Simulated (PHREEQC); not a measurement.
Consider water at 25 °C with 0.024 mol/kgw CO2. Closed to the air; pH follows from the charge balance.

Computed with PHREEQC (ion-association model, phreeqc.dat).

Each row changes one thing in this solution. No solid was allowed to form.

```json
[
 {"case": "as made", "pH": "3.99", "ionic strength (mol/kgw)": "0.000104", "HCO3- (mol/kgw)": "0.000104", "(CO2)2 (mol/kgw)": "1.05e-5", "CO3-2 (mol/kgw)": "4.91e-11"},
 {"case": "CO2 from 0.024 to 0.0216 mol/kgw", "pH": "4.01", "ionic strength (mol/kgw)": "9.89e-5", "HCO3- (mol/kgw)": "9.89e-5", "(CO2)2 (mol/kgw)": "[?]", "CO3-2 (mol/kgw)": "4.91e-11"},
 {"case": "diluted 100-fold with water", "pH": "5.00", "ionic strength (mol/kgw)": "1.01e-5", "HCO3- (mol/kgw)": "1.01e-5", "(CO2)2 (mol/kgw)": "9.70e-10", "CO3-2 (mol/kgw)": "4.76e-11"},
 {"case": "CO2 from 0.024 to 0.012 mol/kgw", "pH": "4.14", "ionic strength (mol/kgw)": "7.35e-5", "HCO3- (mol/kgw)": "7.35e-5", "(CO2)2 (mol/kgw)": "2.61e-6", "CO3-2 (mol/kgw)": "[?]"},
 {"case": "0.0054 mol/kgw NaHCO3 added", "pH": "5.67", "ionic strength (mol/kgw)": "0.00539", "HCO3- (mol/kgw)": "0.00539", "(CO2)2 (mol/kgw)": "1.06e-5", "CO3-2 (mol/kgw)": "[?]"}
]
```

Task: Fill in the missing entries.

Result: 
- CO2 from 0.024 to 0.0216 mol/kgw, (CO2)2 (mol/kgw): 8.47e-6
- CO2 from 0.024 to 0.012 mol/kgw, CO3-2 (mol/kgw): 4.88e-11
- 0.0054 mol/kgw NaHCO3 added, CO3-2 (mol/kgw): 1.49e-7
